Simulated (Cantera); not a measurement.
# Reactions in the system H-N-O-V

Cantera with NASA thermochemical tables; ideal gases at 1 bar, condensed phases pure. Values are per mole of reaction as written; species without (g) are pure solids or liquids, kept so even where they would boil at 1 bar. VN: taken at fixed stoichiometry.

2 V2O5 + 2 N2(g) → 5 O2(g) + 4 VN

```
T (K)  ΔH° (kJ)  ΔS° (J/K)  ΔG° (kJ)  log10 K
-----  --------  ---------  --------  -------
450      2227.7      517.4    1994.8  -231.55
500      2225.6      513.1    1969.1  -205.71
550      2223.5      509.0    1943.5  -184.58
600      2221.3      505.1    1918.2  -166.99
650      2219.1      501.6    1893.0  -152.12
700      2216.9      498.4    1868.0  -139.39
750      2214.7      495.4    1843.2  -128.37
800      2212.5      492.6    1818.5  -118.73
```

2 OH(g) + V → VO2(g) + 2 H(g)

```csv
T (K),ΔH° (kJ),ΔS° (J/K),ΔG° (kJ),log10 K
450,125.1,99.5,80.4,-9.33
500,125.4,100.0,75.4,-7.87
550,125.7,100.6,70.4,-6.68
600,126.1,101.2,65.3,-5.69
650,126.4,101.8,60.2,-4.84
700,126.8,102.4,55.1,-4.11
750,127.2,103.0,50.0,-3.48
800,127.6,103.5,44.8,-2.93
```
